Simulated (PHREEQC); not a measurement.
**Buffer: speciation**

A solution holds 21 mmol/kgw NH4Cl, 2.8 mmol/kgw NaF, 33 mmol/kgw NaCl and 23 mmol/kgw NH3, at 25 °C. Closed to the air; pH follows from the charge balance.

Equilibrium calculation in PHREEQC: ion-association model, phreeqc.dat.

No solid was allowed to form.

Question: Estimate the pH, specific conductance.

Answer: pH 9.39; specific conductance 6590 µS/cm.

Question: In which forms is N present?

Answer: NH3 52 %, NH4+ 48 % of the N.
